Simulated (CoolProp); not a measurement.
A single-stage vapour-compression cycle with nitrous oxide: evaporating at 256.15 K (dew point), condensing at 283.15 K (bubble point), superheat 5 K, subcooling 8 K, compressor efficiency 0.9, no pressure losses. Each further row changes one setting.

Model: reference Helmholtz-energy equation of state, Lemmon 2006, in CoolProp. It is a short technical equation, of lower accuracy than the large ones.

```tsv
case	cooling COP	pressure ratio	discharge temperature (K)	refrigerating effect (kJ/kg)	volumetric capacity (kJ/m³)
as stated	7.03	2.04	313.3	238	11700
evaporating temperature 261.15 K	8.98	1.77	308.0	238	13600
condensing temperature 278.15 K	8.97	1.80	303.8	249	12200
subcooling 13 K	7.35	2.04	313.3	249	12200
superheat 15 K	6.87	2.04	324.9	250	11400
compressor efficiency 0.8	6.24	2.04	316.6	238	11700
```
